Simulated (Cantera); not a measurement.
Charge: 1 mol AlCl₃, 0.59 mol N₂, held at 800 K and 10.0 mbar.

Method: chemical equilibrium by Gibbs-energy minimisation in Cantera with the NASA 1993 tables (ideal gas, pure condensed phases). Candidate condensed phases: Al, AlCl₃, AlN; 11 gas species. The numbers say what is thermodynamically allowed, not how fast it happens.

Base state: AlCl₃ 0.612, N₂ 0.376, Al₂Cl₆ 0.0125 (mole fractions); condensed: gas only.

### Question
What changes in the equilibrium state with this change: N₂ from 0.59 to 1.2 mol?

### Answer
```
species  before    after
-------  ------  -------
N₂        0.376    0.549
AlCl₃     0.612    0.444
Al₂Cl₆   0.0125  0.00659
```
